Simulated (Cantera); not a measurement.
Input (Python, Cantera) and output of one run.

```python
import numpy as np
import cantera as ct

gas_names = [...]  # 87 gases of nasa_gas.yaml made of C, H, Si
cond_names = """
    C(gr) C6H6(L) C7H8(L) C8H18(L),n-octa Si(cr) Si(L) SiC(b)
""".split()


# ... load() reads the species with a 1 bar reference pressure and builds the phases ...
atoms = {
    'CH3SiH3': {'C': 1, 'H': 6, 'Si': 1},
    'H2': {'H': 2},
}
top_T = {'C(gr)': 4500, 'SiC(b)': 3050}  # K; cautious upper limits of use, not melting points


# ... equilibrate(T, P, feed) seeds the gas with the atoms and calls Mixture.equilibrate('TP', solver="vcs", rtol=1e-11, max_steps=5000) ...
results = []
feed = {'CH3SiH3': 1, 'H2': 6.4}  # mol
P = 100000  # Pa
for T in [1525, 1625, 1725, 1825, 1925, 2025, 2125]:
    mix = equilibrate(T, P, feed)
    results.append((T, P, feed, dict(zip(mix.species_names, mix.species_moles))))
    x = sorted(zip(gas.X, gas.species_names), reverse=True)
    print(f"T = {T:g} K  P = {P:g} Pa  gas = {mix.phase_moles(0):.4g} mol")
    print("   x: " + "  ".join(f"{s} {v:.3e}" for v, s in x if v > 1e-05))
    print("   condensed (mol): " + ("  ".join(f"{mix.phase(i).name} {mix.phase_moles(i):.4g}"
          for i in range(1, mix.n_phases) if mix.phase_moles(i) > 1e-12) or "none"))
```

It prints:

```
T = 1525 K  P = 100000 Pa  gas = 9.4 mol
   x: H2 1.000e+00  H 2.366e-05  CH4 1.830e-05
   condensed (mol): Si(cr) 0.000142  SiC(b) 0.9998
T = 1625 K  P = 100000 Pa  gas = 9.4 mol
   x: H2 9.999e-01  H 7.055e-05  CH4 1.682e-05
   condensed (mol): Si(cr) 8.01e-05  SiC(b) 0.9998
T = 1725 K  P = 100000 Pa  gas = 9.401 mol
   x: H2 9.998e-01  H 1.857e-04  CH4 1.874e-05  SiH2 1.546e-05
   condensed (mol): SiC(b) 0.9998
T = 1825 K  P = 100000 Pa  gas = 9.402 mol
   x: H2 9.995e-01  H 4.403e-04  CH4 2.925e-05  SiH2 2.323e-05
   condensed (mol): SiC(b) 0.9997
T = 1925 K  P = 100000 Pa  gas = 9.404 mol
   x: H2 9.989e-01  H 9.555e-04  CH4 4.317e-05  SiH2 3.378e-05
   condensed (mol): SiC(b) 0.9995
T = 2025 K  P = 100000 Pa  gas = 9.409 mol
   x: H2 9.979e-01  H 1.923e-03  CH4 5.585e-05  SiH2 5.192e-05  Si 2.479e-05  C2H2,acetylene 1.798e-05  SiH 1.585e-05
   condensed (mol): SiC(b) 0.9991
T = 2125 K  P = 100000 Pa  gas = 9.417 mol
   x: H2 9.960e-01  H 3.624e-03  SiH2 8.686e-05  Si 7.307e-05  C2H2,acetylene 6.756e-05  CH4 6.208e-05  SiH 3.753e-05
   condensed (mol): SiC(b) 0.9981
```

Cantera equilibrium calculation (NASA polynomials, part measured and part estimated; ideal gas, pure solids and liquids). The feed counts by its element totals alone. Mutual solubility and eutectic melting of coexisting phases are not modelled. Gases not in the tables: Si2H6 and higher silanes.
